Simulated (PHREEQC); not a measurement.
**Buffer: an equilibrium model**

Solution (65 °C and 50 atm): 0.18 mol KHCO3, 0.0019 mol Na2B4O7 and 0.046 mol NaCl per kg of water. Closed to the air; pH follows from the charge balance.

Equilibrium calculation in PHREEQC: Pitzer model, pitzer.dat.

Each row changes one thing in this solution. This is a speciation only: nothing precipitates in the calculation.

| case | pH | ionic strength (mol/kgw) | HCO3- (mol/kgw) | B(OH)3 (mol/kgw) | CO3-2 (mol/kgw) | CO2 (mol/kgw) |
|---|---|---|---|---|---|---|
| as made | 8.05 | 0.235 | 0.173 | 0.00687 | 0.00499 | 0.00194 |
| NaCl left out | 8.09 | 0.189 | 0.173 | 0.00684 | 0.00483 | 0.00181 |
| 0.11 mol/kgw KOH added | 9.74 | 0.446 | 0.0736 | 0.00120 | 0.106 | 1.57e-5 |
| 0.011 mol/kgw Na2SiO3 added | 8.70 | 0.272 | 0.159 | 0.00515 | 0.0206 | 0.000398 |
| KHCO3 from 0.18 to 0.036 mol/kgw | 8.53 | 0.0880 | ___ | 0.00589 | 0.00219 | ___ |
| temperature from 65 to 75 °C | 8.04 | 0.235 | 0.173 | 0.00687 | 0.00511 | 0.00207 |
| NaCl from 0.046 to 0.092 mol/kgw | 8.02 | 0.281 | 0.173 | 0.00688 | 0.00510 | 0.00203 |
| 0.018 mol/kgw NaHCO3 added | 8.02 | 0.253 | 0.190 | 0.00690 | 0.00535 | 0.00226 |

Problem. What belongs in the gaps?

Solution. 
- KHCO3 from 0.18 to 0.036 mol/kgw, HCO3- (mol/kgw): 0.0337
- KHCO3 from 0.18 to 0.036 mol/kgw, CO2 (mol/kgw): 0.000149

Some of these states are supersaturated (in SiO2(a), for instance). Under pressure, the constants of complexes without a molar volume in the database are unreliable. Constants without temperature data keep their 25 °C values here.
